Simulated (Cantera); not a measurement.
**SiCl4 + Cl2 + H2 (chlorosilane synthesis and conversion)**

Charge: 1 mol SiCl4, 1.2 mol Cl2, 3.9 mol H2, equilibrated at 723.15 K and 1.10 bar.

Cantera equilibrium calculation (NASA polynomials, part measured and part estimated; ideal gas, pure solids and liquids). Candidate condensed phases: Si; 19 gas species. Rates play no part.

```json
{
 "x(H2)": "0.443",
 "x(HCl)": "0.393",
 "x(SiCl4)": "0.164",
 "x(SiHCl3)": "5.52e-5",
 "gas_amount": "6.100 mol",
 "log10 activity of Si(s) (absent)": "-12.27"
}
```
